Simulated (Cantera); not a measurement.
## SF6 + O2 + N2 (abatement and gas-phase synthesis)

A closed system holds: 1 mol SF6, a varied amount of O2, 34 mol N2, equilibrated at 3152 °C and 623 Torr.

Method: chemical equilibrium by Gibbs-energy minimisation in Cantera with the NASA 1993 tables (ideal gas, pure condensed phases). Candidate condensed phases: S; 35 gas species. Kinetics and transport are ignored.

From 0.03 mol O2 to 0.22 mol O2 nothing is condensed.

| n(O2) (mol) | x N2 | x F | x S | x O |
|---|---|---|---|---|
| 0.03 | 0.829 | 0.146 | 0.0217 | 0.000654 |
| 0.037 | 0.829 | 0.146 | 0.0216 | 0.000806 |
| 0.047 | 0.829 | 0.146 | 0.0214 | 0.00102 |
| 0.058 | 0.829 | 0.146 | 0.0213 | 0.00127 |
| 0.073 | 0.828 | 0.146 | 0.0210 | 0.00159 |
| 0.091 | 0.828 | 0.146 | 0.0207 | 0.00199 |
| 0.11 | 0.827 | 0.145 | 0.0204 | 0.00240 |
| 0.14 | 0.826 | 0.145 | 0.0200 | 0.00306 |
| 0.18 | 0.825 | 0.145 | 0.0194 | 0.00394 |
| 0.22 | 0.824 | 0.145 | 0.0189 | 0.00482 |
x: gas mole fraction; nothing condenses.
